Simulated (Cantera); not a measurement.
Mixture: CH4 : CO : O2 : N2 : CO2 = 1 : 0.055 : 1.56 : 5.86 : 0.19 (molar parts), equivalence ratio 1.3, at 4.93 atm, adiabatic and at constant pressure. Ignition delay is the time to a rise of 400 K.

Cantera simulation using GRI-Mech 3.0 (53 species, 325 reactions); the numbers are that mechanism's predictions, not measurements.

Question: Predict: delay at 1150 K; delay at 1200 K; delay at 1250 K; delay at 1300 K; delay at 1350 K; delay at 1400 K; apparent activation energy between 1300 and 1400 K.

Answer: 
```json
{
  "delay at 1150 K": "25.2 ms",
  "delay at 1200 K": "12.8 ms",
  "delay at 1250 K": "6.73 ms",
  "delay at 1300 K": "3.64 ms",
  "delay at 1350 K": "2.03 ms",
  "delay at 1400 K": "1.15 ms",
  "apparent activation energy between 1300 and 1400 K": "170 kJ/mol"
}
```
